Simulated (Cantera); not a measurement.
A closed system holds: 1 mol AlN, 0.27 mol O₂, 0.85 mol H₂, at 1.00 bar.

These are equilibrium values from Cantera (NASA tables, ideal gas, pure condensed phases), not measurements of a reactor. Candidate condensed phases: Al, AlN, Al₂O₃, H₂O; 35 gas species. Mutual solubility and eutectic melting of coexisting phases are not modelled. Equilibrium is a limit: real reactors are often held back by kinetics, nucleation or transport. All values below are at 1723 K.

Base state: H₂ 0.825, N₂ 0.175, H 0.000166, H₂O 2.96e-5, NH₃ 1.08e-5 (mole fractions); condensed: AlN(s) + Al₂O₃(s).

**Question.** What changes in the equilibrium state with this change: AlN replaced by Si₃N₄?

**Answer.** 
```csv
species,before,after
H₂,0.825,0.825
N₂,0.175,0.175
H,0.000166,0.000166
H₂O,2.96e-5,5.13e-7
SiO,0,2.19e-5
NH₃,1.08e-5,1.08e-5
"AlN(s), mol",0.640,0
"Al₂O₃(s), mol",0.180,0
"Si₂N₂O(s), mol",0,0.540
"Si₃N₄(s), mol",0,0.640
```
Further candidate phases: Si, SiO₂, Si₂N₂O, Si₃N₄.

**Question.** What changes in the equilibrium state with this change: pressure from 1.00 bar to 2.00 Pa?

**Answer.** 
| species | before | after |
|---|---|---|
| H₂ | 0.825 | 0.419 |
| N₂ | 0.175 | 0.254 |
| Al | 1.08e-7 | 0.225 |
| Al₂O | 1.05e-8 | 0.0754 |
| H | 0.000166 | 0.0264 |
| NH₃ | 1.08e-5 | <1e-9 |
| AlH | 5.57e-8 | 0.000368 |
| AlOH | 6.94e-8 | 3.82e-5 |
| AlN(s), mol | 0.640 | 0 |
| Al₂O₃(s), mol | 0.180 | 0.131 |
The tables' values for AlOH are old estimates; treat these amounts as uncertain.
